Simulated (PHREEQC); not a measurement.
# Acid mine or pickling water: an equilibrium model

Model water analysis in mg/kgw, 15 °C, pH 2.85: Na 1830; K 0.104; Ca 231; Mg 396; Cl 1150; S(6) as SO4 6890.

Valence states are taken as typed.

Equilibrium calculation in PHREEQC: Pitzer model, pitzer.dat.

Precipitation was switched off in this run.

### Question
Predict the specific conductance.

### Answer
specific conductance 10900 µS/cm.

### Question
In which forms is S present?

### Answer
SO4-2 97 %, HSO4- 2.9 % of the S.

Species that the database lacks are ignored.
